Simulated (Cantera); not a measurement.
An isothermal, constant-pressure homogeneous reactor starts with N2O : N2 = 1 : 0.4 (molar parts), at 1623 K and 0.0987 atm. Integrator tolerance rtol = 1e-08.

Detailed kinetics in Cantera: GRI-Mech 3.0 (53 species, 325 reactions). GRI-Mech 3.0 was tuned for natural gas; its chemistry of N2O as a main component is partial and can be far from experiment. The temperature is held fixed by assumption; the heat of reaction is taken as removed at once.

```csv
quantity,before,after
x(N2O) at 1.00 s,8.26e-6 (gas-phase equilibrium 4.20e-8),6.43e-6 (gas-phase equilibrium 1.57e-7)
x(NO2) at 1.00 s,0.000176 (gas-phase equilibrium 3.09e-6),0.000567 (gas-phase equilibrium 1.16e-5)
x(NO) at 1.00 s,0.158 (gas-phase equilibrium 0.00231),0.131 (gas-phase equilibrium 0.00231)
x(O) at 1.00 s,2.62e-5 (gas-phase equilibrium 3.10e-5),7.21e-6 (gas-phase equilibrium 8.28e-6)
x(N2) at 1.00 s,0.658 (gas-phase equilibrium 0.736),0.671 (gas-phase equilibrium 0.736)
x(O2) at 1.00 s,0.184 (gas-phase equilibrium 0.262),0.197 (gas-phase equilibrium 0.262)
```

**Question.** Which change was made?
(A) pressure from 0.0987 atm to 0.326 atm
(B) pressure from 0.0987 atm to 1.38 atm
(C) N2 0.4 to 0.93 parts
(D) temperature 1623 to 1475 K

**Answer.** B, pressure from 0.0987 atm to 1.38 atm
